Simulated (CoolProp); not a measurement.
Vapour-liquid equilibrium of toluene (1) + p-xylene (2) at 333.2 K; x and y are mole fractions of (1).

Values from CoolProp's multi-fluid Helmholtz-energy mixture model, Lemmon 2006 and Zhou 2012; pair parameters Bell 2016.

```
x     bubble pressure (bar)  y at the bubble point  dew pressure at overall composition x (bar)  liquid density (mol/L)
----  ---------------------  ---------------------  -------------------------------------------  ----------------------
0.05                0.07473                    [?]                                      0.07106                   7.834
0.15                0.08669                  0.325                                      0.07605                   7.944
0.25                0.09871                  0.476                                      0.08180                   8.057
0.35                 0.1107                  0.594                                      0.08850                   8.172
0.45                 0.1225                  0.689                                      0.09641                     [?]
0.55                 0.1343                  0.767                                       0.1059                   8.411
0.65                 0.1459                  0.832                                       0.1174                   8.536
0.75                 0.1573                  0.888                                       0.1315                   8.663
0.85                 0.1687                  0.936                                       0.1494                   8.794
0.95                    [?]                  0.980                                       0.1721                   8.929
```

Complete the blanks.


- 0.05, y at the bubble point: 0.125
- 0.45, liquid density (mol/L): 8.290
- 0.95, bubble pressure (bar): 0.1801

No azeotrope shows between x = 0.05 and 0.95.

The pair parameters rest on a limited set of measurements; away from them the model extrapolates.
